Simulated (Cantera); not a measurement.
A closed system holds: 1 mol SiH₂Cl₂, 11 mol NH₃, 3.9 mol H₂, held at 14.0 mbar.

Method: chemical equilibrium by Gibbs-energy minimisation in Cantera with the NASA 1993 tables (ideal gas, pure condensed phases). Candidate condensed phases: NH₄Cl, Si, Si₃N₄; 28 gas species. Gases not in the tables: Si₂H₆ and higher silanes. The numbers say what is thermodynamically allowed, not how fast it happens.

What share of the Si ends up in condensed phases as a function of T (°C), at 825, 925, 1025, 1125, 1225, 1325, 1425, 1525, 1625, 1725?


| T (°C) | Si condensed (%) | as |
|---|---|---|
| 825 | 100.0 | Si₃N₄(s) |
| 925 | 99.9 | Si₃N₄(s) |
| 1025 | 99.8 | Si₃N₄(s) |
| 1125 | 99.0 | Si₃N₄(s) |
| 1225 | 95.9 | Si₃N₄(s) |
| 1325 | 87.7 | Si₃N₄(s) |
| 1425 | 73.3 | Si₃N₄(s) |
| 1525 | 69.3 | Si(l) |
| 1625 | 68.9 | Si(l) |
| 1725 | 63.1 | Si(l) |
